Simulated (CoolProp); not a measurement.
A Linde-Hampson liquefier for methane: isothermal reversible compression at 290 K from 1 atm to 5 MPa, throttling to 1 atm, return gas leaving the recuperator 0 K below the feed. Each further row changes one setting.

Values from CoolProp's reference Helmholtz-energy equation of state, Setzmann 1991.

```tsv
case	liquid yield per pass	compression work (kJ/kg of gas)
as stated	(withheld)	572
high pressure 10 MPa	(withheld)	(withheld)
warm-end temperature 320 K	(withheld)	(withheld)
warm-end gap 5 K	(withheld)	572
```

**Question.** Some entries are withheld; supply them.

**Answer.** 
- as stated, liquid yield per pass: 0.059
- high pressure 10 MPa, liquid yield per pass: 0.120
- high pressure 10 MPa, compression work (kJ/kg of gas): 663
- warm-end temperature 320 K, liquid yield per pass: 0.044
- warm-end temperature 320 K, compression work (kJ/kg of gas): 636
- warm-end gap 5 K, liquid yield per pass: 0.047
